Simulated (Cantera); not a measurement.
Feed: 1 mol SiH₄, 1 mol NH₃, 2.3 mol N₂, at 0.000140 bar.

Method: chemical equilibrium by Gibbs-energy minimisation in Cantera with the NASA 1993 tables (ideal gas, pure condensed phases). Candidate condensed phases: Si, Si₃N₄; 18 gas species. The numbers say what is thermodynamically allowed, not how fast it happens. All values below are at 1250 K.

Base state: H₂ 0.621, N₂ 0.379, H 3.22e-5 (mole fractions); condensed: Si₃N₄(s).

### Question
What changes in the equilibrium state with this change: SiH₄ replaced by SiHCl₃?

### Answer
```json
[
 {"species": "N₂", "before": "0.379", "after": "0.408"},
 {"species": "HCl", "before": "0", "after": "0.377"},
 {"species": "H₂", "before": "0.621", "after": "0.158"},
 {"species": "SiCl₂", "before": "0", "after": "0.0385"},
 {"species": "SiCl₄", "before": "0", "after": "0.0106"},
 {"species": "SiCl₃", "before": "0", "after": "0.00755"},
 {"species": "SiHCl₃", "before": "0", "after": "0.000158"},
 {"species": "Cl", "before": "0", "after": "3.32e-5"},
 {"species": "Si₃N₄(s), mol", "before": "0.333", "after": "0.224"}
]
```
The tables' values for SiCl₃ are old estimates; treat these amounts as uncertain. Further candidate phases: NH₄Cl.
